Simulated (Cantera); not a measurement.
Mixture: CH4 : O2 : N2 = 1 : 1 : 2.9 (molar parts), equivalence ratio 2.0, at 1000000 Pa, adiabatic and at constant pressure. Ignition delay is the time to a rise of 400 K.

Model: GRI-Mech 3.0 (53 species, 325 reactions), integrated in Cantera.

Predict: delay at 1123 K; delay at 1323 K; delay at 1523 K; delay at 1723 K; delay at 1923 K; apparent activation energy between 1823 and 2023 K.


- delay at 1123 K = 15.2 ms
- delay at 1323 K = 1.31 ms
- delay at 1523 K = 0.166 ms
- delay at 1723 K = 28.3 µs
- delay at 1923 K = 6.91 µs
- apparent activation energy between 1823 and 2023 K = 190 kJ/mol
